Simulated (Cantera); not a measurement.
# Adiabatic ignition

An adiabatic, constant-pressure homogeneous reactor starts with 10.4 % CH₄, 18.8 % O₂, 70.8 % N₂, equivalence ratio 1.1, at 1648 K and 280000 Pa.

Detailed kinetics in Cantera: GRI-Mech 3.0 (53 species, 325 reactions).

```json
[
 {"t (s)": "3.00e-6", "T (K)": "1648", "x CH₄": "0.104", "x O₂": "0.188", "x C₂H₄": "1.39e-9", "x O": "5.58e-8", "x N₂O": "2.55e-11", "x C₂H": "<1e-12"},
 {"t (s)": "1.11e-5", "T (K)": "1648", "x CH₄": "0.103", "x O₂": "0.188", "x C₂H₄": "1.32e-7", "x O": "1.39e-7", "x N₂O": "2.60e-10", "x C₂H": "<1e-12"},
 {"t (s)": "4.13e-5", "T (K)": "1649", "x CH₄": "0.103", "x O₂": "0.188", "x C₂H₄": "1.71e-5", "x O": "7.28e-7", "x N₂O": "2.21e-9", "x C₂H": "<1e-12"},
 {"t (s)": "0.000153", "T (K)": "2676", "x CH₄": "<1e-12", "x O₂": "0.0202", "x C₂H₄": "<1e-12", "x O": "0.0107", "x N₂O": "3.24e-7", "x C₂H": "<1e-12"},
 {"t (s)": "0.000569", "T (K)": "2887", "x CH₄": "<1e-12", "x O₂": "0.0128", "x C₂H₄": "<1e-12", "x O": "0.00516", "x N₂O": "7.34e-7", "x C₂H": "<1e-12"},
 {"t (s)": "0.00211", "T (K)": "2883", "x CH₄": "<1e-12", "x O₂": "0.0121", "x C₂H₄": "<1e-12", "x O": "0.00492", "x N₂O": "7.87e-7", "x C₂H": "<1e-12"},
 {"t (s)": "0.00783", "T (K)": "2883", "x CH₄": "<1e-12", "x O₂": "0.0121", "x C₂H₄": "<1e-12", "x O": "0.00492", "x N₂O": "7.87e-7", "x C₂H": "<1e-12"},
 {"t (s)": "0.0291", "T (K)": "2883", "x CH₄": "<1e-12", "x O₂": "0.0121", "x C₂H₄": "<1e-12", "x O": "0.00492", "x N₂O": "7.87e-7", "x C₂H": "<1e-12"},
 {"t (s)": "0.108", "T (K)": "2883", "x CH₄": "<1e-12", "x O₂": "0.0121", "x C₂H₄": "<1e-12", "x O": "0.00492", "x N₂O": "7.87e-7", "x C₂H": "<1e-12"},
 {"t (s)": "0.400", "T (K)": "2883", "x CH₄": "<1e-12", "x O₂": "0.0121", "x C₂H₄": "<1e-12", "x O": "0.00492", "x N₂O": "7.87e-7", "x C₂H": "<1e-12"}
]
```
x: mole fraction; the columns are a selection and need not sum to one.

time of steepest temperature rise: 0.144 ms
temperature at 0.400 s: 2883 K
equilibrium temperature: 2883 K
x(CH₄) at 0.400 s: <1e-12 (gas-phase equilibrium <1e-12)
x(O₂) at 0.400 s: 0.0121 (gas-phase equilibrium 0.0121)
x(C₂H₄) at 0.400 s: <1e-12 (gas-phase equilibrium <1e-12)
